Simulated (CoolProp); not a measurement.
Vapour-liquid equilibrium of benzene (1) + n-decane (2) at 461.6 K; x and y are mole fractions of (1).

Values from CoolProp's multi-fluid Helmholtz-energy mixture model, Thol 2012 and Lemmon 2006; pair parameters Bell 2016.

```
x      bubble pressure, mixture model (MPa)  bubble pressure, Raoult's law (MPa)  y, mixture model  y, Raoult's law
-----  ------------------------------------  -----------------------------------  ----------------  ---------------
0.05                                 0.1883                               0.1961                 …            0.303
0.125                                0.2585                               0.2745             0.485            0.541
0.2                                  0.3316                               0.3528             0.622            0.674
0.275                                0.4064                               0.4311                 …            0.758
0.35                                 0.4819                               0.5095             0.775            0.816
0.425                                0.5579                               0.5878             0.822            0.859
0.5                                  0.6343                               0.6661             0.859            0.892
0.575                                0.7114                               0.7445             0.889            0.918
0.65                                 0.7897                               0.8228             0.914            0.939
0.725                                0.8700                               0.9011             0.936            0.956
0.8                                  0.9527                               0.9795             0.955            0.971
0.875                                 1.038                                1.058                 …            0.983
0.95                                  1.127                                1.136             0.990            0.994
```

**Question.** What belongs in the gaps?

**Answer.** 
- 0.05, y, mixture model: 0.256
- 0.275, y, mixture model: 0.712
- 0.875, y, mixture model: 0.973

The largest gap from Raoult's law is -6.0 % in bubble pressure, at x = 0.2. No azeotrope shows between x = 0.05 and 0.95.

The pair parameters rest on a limited set of measurements; away from them the model extrapolates.
